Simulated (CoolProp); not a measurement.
Saturation properties of R1123 (Tc = 331.7 K, pc = 4.549 MPa, ω = 0.243).

Computed with CoolProp (reference Helmholtz-energy equation of state, Akasaka 2020).

| T (K) | p (MPa) | liquid density (kg/m³) | vapour density (kg/m³) | enthalpy of vaporisation (kJ/kg) | liquid cp (kJ/(kg K)) |
|---|---|---|---|---|---|
| 225.4 | 0.1937 | 1302 | 8.995 | 215.6 | 1.308 |
| 229 | 0.2269 | 1290 | 10.44 | 212.8 | 1.316 |
| 232.7 | 0.2654 | 1277 | 12.12 | 209.8 | 1.325 |
| 236.4 | 0.3086 | 1265 | 13.99 | 206.8 | 1.335 |
| 240.1 | 0.3571 | 1252 | 16.08 | 203.8 | 1.345 |
| 243.8 | 0.4111 | 1239 | 18.42 | 200.6 | 1.357 |
| 247.4 | 0.4694 | 1226 | 20.94 | 197.5 | 1.368 |
| 251.1 | 0.5355 | 1212 | 23.80 | 194.1 | 1.381 |
| 254.8 | 0.6084 | 1198 | 26.98 | 190.7 | 1.396 |
| 258.5 | 0.6885 | 1184 | 30.49 | 187.2 | 1.411 |
| 262.2 | 0.7762 | 1169 | 34.36 | 183.5 | 1.428 |

It boils at 211.9 K under 1 atm.
